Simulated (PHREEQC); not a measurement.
Make-up at 25 °C: 190 mmol/kgw HF, 0.12 mmol/kgw NaF, 0.032 mmol/kgw H4SiO4 and 4 mmol/kgw H2SO4. Closed to the air; pH follows from the charge balance.

Computed with PHREEQC (ion-association model, phreeqc.dat).

This is a speciation only: nothing precipitates in the calculation.

Task: What pH, ionic strength does the model give?

Result: pH 1.77; ionic strength 0.0210 mol/kgw.

Task: In which forms is F present?

Result: HF 90 %, HF2- 5.5 %, F- 4.2 % of the F.

SiF6-2 is the database's only silicon fluoride.
